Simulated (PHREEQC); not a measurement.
Polishing slurry liquid (model solution)

Make-up at 65 °C: 100 mmol/kgw H2SO4 and 80 mmol/kgw Al(NO3)3. It is in equilibrium with CO2 at log p = 0 (atm). Otherwise closed; pH follows from the charge balance.

Model: ion-association model, phreeqc.dat, run in PHREEQC.

Precipitation was switched off in this run.

Problem. Predict the pH, ionic strength.

Solution. pH 0.96; ionic strength 0.445 mol/kgw.

Problem. In which forms is S present?

Solution. HSO4- 54 %, AlSO4+ 34 %, SO4-2 6.9 %, Al(SO4)2- 3.4 %, AlHSO4+2 1.4 % of the S.

Species that the database lacks are ignored. Away from 25 °C the constants follow the database's enthalpies or fits; those with neither stay at their 25 °C values.
